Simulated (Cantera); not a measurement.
An adiabatic, constant-pressure homogeneous reactor starts with CH4 : O2 : N2 : H2O = 1 : 5.88 : 22.1 : 0.55 (molar parts), at 1725 K and 1000000 Pa.

Computed with Cantera and GRI-Mech 3.0 (53 species, 325 reactions).

Task: Predict: time of steepest temperature rise; temperature at 4.00 s; equilibrium temperature; x(O2) at 4.00 s.

Result: 
| Property | Value |
|---|---|
| time of steepest temperature rise | 23.8 µs |
| temperature at 4.00 s | 2374 K |
| equilibrium temperature | 2374 K |
| x(O2) at 4.00 s | 0.123 (gas-phase equilibrium 0.123) |
